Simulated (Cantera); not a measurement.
What does this Cantera script print?

```python
import numpy as np
import cantera as ct

surf = ct.Interface("ptcombust.yaml", "Pt_surf")
gas = surf.adjacent["gas"]
gas.TPX = 798, 390000, {'CO': 0.0077, 'O2': 0.12, 'N2': 0.79}
surf.TP = 798, 390000
reactor = ct.FlowReactor(gas, clone=False)
reactor.area = 0.0001  # m2
reactor.surface_area_to_volume_ratio = 3700  # 1/m
reactor.mass_flow_rate = 1 * reactor.area * gas.density  # inlet velocity 1 m/s
reactor.energy_enabled = False
wall = ct.ReactorSurface(surf, reactor, clone=False)
net = ct.ReactorNet([reactor])
net.rtol, net.atol = 1e-8, 1e-16
show, cover = ['CO', 'O2', 'H2O', 'CO2'], ['PT(S)', 'H(S)', 'O(S)', 'OH(S)', 'CO(S)', 'C(S)']

rows = []
print(f"{'z/m':>9s}{'u/(m/s)':>9s}" + "".join(f"{s:>13s}" for s in show + cover))
for z in [8.7e-05, 0.00019, 0.0004, 0.00087, 0.0019, 0.004, 0.0087]:
    net.advance(z)
    rows.append([reactor.speed, *gas[show].X, *surf[cover].coverages])
    print(f"{z:9.4g}{rows[-1][0]:9.3g}" + "".join(f"{x:13.4e}" for x in rows[-1][1:]))
```

Result:

```
      z/m  u/(m/s)           CO           O2          H2O          CO2        PT(S)         H(S)         O(S)        OH(S)        CO(S)         C(S)
  8.7e-05    0.999   5.8331e-03   1.2965e-01  -6.7876e-30   2.5682e-03   3.5964e-02   4.5298e-23   9.5997e-01  -1.6027e-17   4.0657e-03   4.8009e-16
  0.00019    0.998   5.1197e-03   1.2933e-01   1.8313e-28   3.2846e-03   3.0376e-02   3.0325e-25   9.6710e-01   1.3716e-18   2.5278e-03   2.5026e-16
   0.0004    0.998   4.2174e-03   1.2894e-01   5.8682e-29   4.1907e-03   2.6134e-02   1.3216e-26   9.7233e-01   1.8152e-20   1.5333e-03   1.2990e-16
  0.00087    0.997   3.0504e-03   1.2843e-01  -1.3613e-28   5.3627e-03   2.2679e-02  -1.9922e-23   9.7649e-01  -1.0630e-17   8.3183e-04   6.0893e-17
   0.0019    0.997   1.7632e-03   1.2787e-01  -3.9583e-30   6.6553e-03   2.0146e-02  -9.6608e-27   9.7948e-01  -2.9753e-22   3.7832e-04   2.4526e-17
    0.004    0.996   7.0203e-04   1.2741e-01   2.3298e-30   7.7209e-03   1.8612e-02   1.4535e-25   9.8126e-01   1.3840e-20   1.2833e-04   7.6722e-18
   0.0087    0.996   1.1163e-04   1.2715e-01   3.8012e-30   8.3138e-03   1.7901e-02   2.6265e-27   9.8208e-01   1.9318e-21   1.8864e-05   1.0838e-18
```

Cantera simulation using Deutschmann's 1995 Pt surface mechanism with GRI-Mech 3.0 gas chemistry; the numbers are that mechanism's predictions, not measurements. Catalytic surfaces can have several steady states; this one follows from the mechanism file's or the stated starting coverage. Mass transfer to the wall is taken as infinitely fast.
